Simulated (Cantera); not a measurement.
A closed system holds: 1 mol Si, 1.6 mol HCl, 8.1 mol H₂, held at 1275 K.

Cantera equilibrium calculation (NASA polynomials, part measured and part estimated; ideal gas, pure solids and liquids). Candidate condensed phases: Si; 19 gas species. Gases not in the tables: Si₂H₆ and higher silanes. Rates play no part.

Problem. What share of the Si ends up in condensed phases as a function of P (Pa), at 10000, 26000, 67000, 170000, 450000, 1200000, 3000000?

Solution. 
```json
[
 {"P (Pa)": "10000", "Si condensed (%)": "67.4", "as": "Si(s)"},
 {"P (Pa)": "26000", "Si condensed (%)": "66.0", "as": "Si(s)"},
 {"P (Pa)": "67000", "Si condensed (%)": "64.2", "as": "Si(s)"},
 {"P (Pa)": "170000", "Si condensed (%)": "62.0", "as": "Si(s)"},
 {"P (Pa)": "450000", "Si condensed (%)": "59.4", "as": "Si(s)"},
 {"P (Pa)": "1200000", "Si condensed (%)": "56.4", "as": "Si(s)"},
 {"P (Pa)": "3000000", "Si condensed (%)": "53.4", "as": "Si(s)"}
]
```
